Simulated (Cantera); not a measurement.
**Stirred combustor or abatement burner**

A perfectly stirred reactor is fed with 35.3 % H₂, 13.6 % O₂, 51.1 % N₂, equivalence ratio 1.3, at 420 Torr; it is adiabatic with a 500 K inlet, and is followed from long to short residence time, starting on the burning branch (τ in s: 0.032, 0.017, 0.0088, 0.0046, 0.0024, 0.0013, 0.00067, 0.00035, 0.00019, 9.8e-05, 5.2e-05, 2.7e-05).

Detailed kinetics in Cantera: the H2/O2 subset of GRI-Mech 3.0, which has no nitrogen chemistry.

```
τ (s)    T (K)    x H₂      x O₂   x H₂O₂       x O     x H  x H₂O
-------  -----  ------  --------  -------  --------  ------  -----
0.032     2398  0.0927  0.000779  4.27e-8  0.000547  0.0113  0.302
0.017     2372  0.0927   0.00109  5.17e-8  0.000762  0.0135  0.300
0.0088    2331  0.0928   0.00162  6.49e-8   0.00114  0.0171  0.296
0.0046    2275  0.0929   0.00243  8.35e-8   0.00174  0.0219  0.291
0.0024    2200  0.0930   0.00360  1.12e-7   0.00261  0.0285  0.284
0.0013    2113  0.0930   0.00507  1.58e-7   0.00371  0.0364  0.277
0.00067   2002  0.0925   0.00704  2.45e-7   0.00514  0.0469  0.268
0.00035   1879  0.0916   0.00936  4.07e-7   0.00665  0.0588  0.259
0.00019   1755  0.0906    0.0120  6.83e-7   0.00796  0.0711  0.251
9.8e-5    1615  0.0907    0.0158  1.18e-6   0.00899  0.0843  0.241
5.2e-5    1476  0.0968    0.0220  1.78e-6   0.00927  0.0935  0.227
2.7e-5    1303   0.132    0.0398  2.18e-6   0.00778  0.0859  0.192
```
x: mole fraction; the columns are a selection and need not sum to one.
